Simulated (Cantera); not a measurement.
Charge: 1 mol PbS, 56 mol H2, equilibrated at 748.15 K and 78.0 Pa.

These are equilibrium values from Cantera (NASA tables, ideal gas, pure condensed phases), not measurements of a reactor. Candidate condensed phases: Pb, PbS, S; 10 gas species. Equilibrium is a limit: real reactors are often held back by kinetics, nucleation or transport.

Base state: H2 0.999, H2S 0.000834, PbS 1.44e-5, Pb 1.13e-5 (mole fractions); condensed: Pb(l) + PbS(s).

**Question.** What changes in the equilibrium state with this change: PbS replaced by Al2O3?

**Answer.** 
```tsv
species	before	after
H2	0.999	1.00
H2S	0.000834	0
PbS	1.44e-5	0
Pb	1.13e-5	0
Pb(l), mol	0.0461	0
PbS(s), mol	0.952	0
Al2O3(s), mol	0	1.00
```
Further candidate phases: Al, Al2O3, H2O.
